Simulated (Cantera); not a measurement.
Cantera run:

```python
import numpy as np
import cantera as ct

gas_names = """
    B BH BH2 BH3 BN B2 H H2 N NH NH2 NH3 N2 N2H2 N2H4
""".split()
cond_names = """
    B(b) B(L) BN(s)
""".split()


def load(file, names, dense=False):
    # The tables refer to 1 bar. Condensed volumes are neglected.
    table = {s.name: s for s in ct.Species.list_from_file(file)}
    out = []
    for n in names:
        d = dict(table[n].input_data)
        d["thermo"] = dict(d["thermo"], **{"reference-pressure": 1e5})
        if dense:
            d["equation-of-state"] = {"model": "constant-volume", "density": "1e6 g/cm^3"}
        out.append(ct.Species.from_dict(d))
    return out


gas = ct.Solution(thermo="ideal-gas", species=load("nasa_gas.yaml", gas_names))
cond = {s.name: ct.Solution(thermo="fixed-stoichiometry", species=[s], name=s.name)
        for s in load("nasa_condensed.yaml", cond_names, dense=True)}
atoms = {
    'borazine': {'B': 3, 'N': 3, 'H': 6},
    'H2': {'H': 2},
}
top_T = {'BN(s)': 3200}  # K; cautious upper limits of use, not melting points


def equilibrate(T, P, feed):
    n = {}
    for name, mol in feed.items():
        for a, k in atoms[name].items():
            n[a] = n.get(a, 0.0) + k * mol
    gas.TPX = T, P, n
    mass = sum(n.values()) * gas.mean_molecular_weight
    gas.equilibrate("TP")
    valid = [c for c in cond.values() if c.min_temp <= T <= top_T.get(c.name, c.max_temp)]
    mix = ct.Mixture([(gas, mass / gas.mean_molecular_weight)] + [(c, 0.0) for c in valid])
    mix.T, mix.P = T, P
    mix.equilibrate("TP", solver="vcs", rtol=1e-11, max_steps=5000)
    return mix


results = []
feed = {'borazine': 1, 'H2': 1.5}  # mol
T = 1225  # K
P = 1000  # Pa
mix = equilibrate(T, P, feed)
results.append((T, P, feed, dict(zip(mix.species_names, mix.species_moles))))
print(gas.report(threshold=0.0001))
for i in range(1, mix.n_phases):
    print(f"{mix.phase(i).name:16s} {mix.phase_moles(i):12.5e} mol")
```

Output:

```
       temperature   1225 K
          pressure   1000 Pa
           density   0.00019793 kg/m^3
  mean mol. weight   2.016 kg/kmol
   phase of matter   gas

                          1 kg             1 kmol
                     ---------------   ---------------
          enthalpy        1.3687e+07        2.7592e+07  J
   internal energy        8.6344e+06        1.7407e+07  J
           entropy        1.0454e+05        2.1075e+05  J/K
    Gibbs function       -1.1437e+08       -2.3058e+08  J
 heat capacity c_p             15476             31200  J/K
 heat capacity c_v             11352             22886  J/K

                      mass frac. Y      mole frac. X     chem. pot. / RT
                     ---------------   ---------------   ---------------
                H2                 1                 1           -22.638
     [  +14 minor]        1.9448e-06        3.1597e-06

B(b)              0.00000e+00 mol
BN(s)             3.00000e+00 mol
```

Cantera equilibrium calculation (NASA polynomials, part measured and part estimated; ideal gas, pure solids and liquids). The feed counts by its element totals alone.
